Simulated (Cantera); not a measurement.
Feed: 1 mol Ta(OEt)₅, 0.49 mol O₂, equilibrated at 625 °C and 0.00190 bar.

Cantera equilibrium calculation (NASA polynomials, part measured and part estimated; ideal gas, pure solids and liquids). Candidate condensed phases: C, C₆H₆, C₇H₈, C₈H₁₈, H₂O, Ta, TaC, Ta₂O₅; 113 gas species. The feed counts by its element totals alone. Rates play no part.

Base state: H₂ 0.782, CO 0.216, H₂O 0.000810, CO₂ 0.000520, CH₄ 0.000371 (mole fractions); condensed: C(graphite) + Ta₂O₅(s).

What changes in the equilibrium state with this change: temperature from 625 °C to 1825 °C?


| species | before | after |
|---|---|---|
| H₂ | 0.782 | 0.629 |
| CO | 0.216 | 0.315 |
| H | 2.23e-9 | 0.0560 |
| C₂H₂ (acetylene) | <1e-9 | 0.000898 |
| CO₂ | 0.000520 | 3.08e-9 |
| C(graphite), mol | 6.54 | 2.99 |
| Ta₂O₅(s), mol | 0.500 | 0 |
| TaC(s), mol | 0 | 1.00 |
TaC: taken at fixed stoichiometry. Condensed phases not in the tables: Ta₂C.
